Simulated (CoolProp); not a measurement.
Properties of R507A along the isobar 17.7 MPa.

Model: reference Helmholtz-energy equation of state, Lemmon 2003, in CoolProp. It is a pseudo-pure fit of the blend.

| T (°C) | phase | expansivity (1/kK) | conductivity (mW/(m K)) | Prandtl number |
|---|---|---|---|---|
| 14.25 | liquid | 2.407 | 80.8 | 3.40 |
| 37.95 | liquid | 2.714 | 74.5 | 2.97 |
| 61.55 | liquid | (withheld) | 68.8 | 2.65 |
| 85.25 | supercritical | 3.613 | 63.6 | 2.43 |
| 108.95 | supercritical | 4.170 | 59.1 | (withheld) |
| 132.55 | supercritical | 4.661 | (withheld) | 2.12 |
| 156.25 | supercritical | 4.920 | (withheld) | 1.94 |
| 179.95 | supercritical | 4.854 | 49.7 | 1.76 |
| 203.55 | supercritical | (withheld) | 48.3 | 1.58 |

**Question.** Fill in the missing entries.

**Answer.** 
- 61.55, expansivity (1/kK): 3.114
- 108.95, Prandtl number: 2.27
- 132.55, conductivity (mW/(m K)): 55.1
- 156.25, conductivity (mW/(m K)): 52.0
- 203.55, expansivity (1/kK): 4.541

Viscosity comes from a separate model (Geller 2000). Thermal conductivity comes from a separate model (Geller 2001).
